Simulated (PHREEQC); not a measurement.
Dissolve 0.0019 mol Al2(SO4)3, 0.053 mol ZnCl2, 0.022 mol H2SO4 and 0.52 mol Na2SO4 per kg of water at 25 °C. Closed to the air; pH follows from the charge balance.

Computed with PHREEQC (ion-association model, wateq4f.dat).

This is a speciation only: nothing precipitates in the calculation.

Q: Order these Al species by the share of Al that they hold, largest first: Al(SO4)2-, Al+3, AlSO4+.

A: Al(SO4)2- (53 %), AlSO4+ (44 %), Al+3 (3.4 %)

The pH is 2.23 and the ionic strength 1.20 mol/kgw. Caution: at this ionic strength the ion-association model is outside its range; a Pitzer model would be the better tool where its parameters exist.
